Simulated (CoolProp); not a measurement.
Vapour-liquid equilibrium of hydrogen sulfide (1) + n-pentane (2) at 345.2 K; x and y are mole fractions of (1).

Computed with CoolProp (multi-fluid Helmholtz-energy mixture model, Lemmon 2006 and Thol 2019; pair parameters Kunz 2012).

```csv
x,"bubble pressure, mixture model (kPa)","bubble pressure, Raoult's law (kPa)","y, mixture model","y, Raoult's law"
0.05,517.4,559.0,0.417,0.491
0.2,1302,1337,0.771,0.821
0.35,2096,2116,0.860,0.908
0.5,2790,2894,0.899,0.948
0.65,3436,3673,0.925,0.971
0.8,4167,4451,0.952,0.987
0.95,5115,5229,0.987,0.997
```

The largest gap from Raoult's law is -7.4 % in bubble pressure, at x = 0.05. No azeotrope shows between x = 0.05 and 0.95.

The pair parameters rest on a limited set of measurements; away from them the model extrapolates.
